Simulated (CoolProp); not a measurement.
Vapour-liquid equilibrium of toluene (1) + m-xylene (2) at 67.15 °C; x and y are mole fractions of (1).

Values from CoolProp's multi-fluid Helmholtz-energy mixture model, Lemmon 2006 and Zhou 2012; pair parameters Bell 2016.

| x | bubble pressure (MPa) | y at the bubble point | dew pressure at overall composition x (MPa) | liquid density (mol/L) |
|---|---|---|---|---|
| 0.05 | 0.009835 | 0.131 | 0.009294 | 7.803 |
| 0.2 | 0.01245 | 0.422 | 0.01035 | 7.960 |
| 0.35 | 0.01502 | 0.609 | 0.01168 | 8.122 |
| 0.5 | 0.01745 | 0.737 | 0.01341 | 8.292 |
| 0.65 | 0.01969 | 0.831 | 0.01573 | 8.469 |
| 0.8 | 0.02177 | 0.908 | 0.01890 | 8.656 |
| 0.95 | 0.02378 | 0.977 | 0.02299 | 8.855 |

No azeotrope shows between x = 0.05 and 0.95.

The pair parameters rest on a limited set of measurements; away from them the model extrapolates.
